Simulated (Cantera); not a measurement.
# Premixed flame

A freely propagating, adiabatic, planar premixed flame of 7.99 % CH4, 16.1 % O2, 75.9 % N2, unburnt at 598 K and 240000 Pa; mixture-averaged transport, grid criteria slope 0.08 and curve 0.16, no radiation.

Detailed kinetics in Cantera: GRI-Mech 3.0 (53 species, 325 reactions). Burning velocities carry a grid error of a few per cent, more on coarse grids.

| z (mm) | T (K) | u (m/s) | x CH4 | x O2 | x CH2 | x C2H | x CO2 | x H |
|---|---|---|---|---|---|---|---|---|
| -0.690 | 598 | 0.638 | 0.0798 | 0.161 | <1e-8 | <1e-8 | 6.70e-7 | <1e-8 |
| -0.460 | 602 | 0.643 | 0.0795 | 0.161 | <1e-8 | <1e-8 | 9.98e-6 | <1e-8 |
| -0.345 | 613 | 0.656 | 0.0785 | 0.160 | <1e-8 | <1e-8 | 6.06e-5 | <1e-8 |
| -0.230 | 681 | 0.732 | 0.0739 | 0.155 | <1e-8 | <1e-8 | 0.000566 | 3.92e-8 |
| -0.115 | 1032 | 1.12 | 0.0516 | 0.124 | 4.21e-8 | <1e-8 | 0.00567 | 1.99e-5 |
| -0.0575 | 1399 | 1.53 | 0.0280 | 0.0885 | 2.86e-6 | <1e-8 | 0.0142 | 0.000238 |
| 0 | 1759 | 1.93 | 0.00583 | 0.0469 | 3.34e-5 | 1.38e-7 | 0.0284 | 0.00168 |
| 0.0575 | 1907 | 2.09 | 0.000267 | 0.0248 | 7.09e-6 | 6.06e-8 | 0.0431 | 0.00346 |
| 0.115 | 1961 | 2.14 | 5.95e-6 | 0.0182 | 2.18e-7 | <1e-8 | 0.0524 | 0.00371 |
| 0.230 | 2025 | 2.19 | <1e-8 | 0.0143 | <1e-8 | <1e-8 | 0.0599 | 0.00296 |
| 0.460 | 2092 | 2.26 | <1e-8 | 0.0113 | <1e-8 | <1e-8 | 0.0643 | 0.00181 |
| 0.920 | 2150 | 2.31 | <1e-8 | 0.00874 | <1e-8 | <1e-8 | 0.0678 | 0.000944 |
| 1.84 | 2189 | 2.35 | <1e-8 | 0.00684 | <1e-8 | <1e-8 | 0.0707 | 0.000500 |
x: mole fraction of selected species; z is measured from the peak of heat release.

laminar burning velocity: 63.7 cm/s
thermal thickness: 0.230 mm
peak x(CH2): 3.41e-5
peak x(C2H): 1.85e-7
peak x(H): 0.00374
grid points: 142
